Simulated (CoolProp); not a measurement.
A Linde-Hampson liquefier for ethane: isothermal reversible compression at 320 K from 1 atm to 5 MPa, throttling to 1 atm, return gas leaving the recuperator 2 K below the feed. Each further row changes one setting.

Model: reference Helmholtz-energy equation of state, Bücker 2006, in CoolProp.

```csv
case,liquid yield per pass,compression work (kJ/kg of gas)
as stated,0.171,315
high pressure 10 MPa,0.430,338
warm-end temperature 350 K,0.108,354
warm-end gap 7 K,0.160,315
```
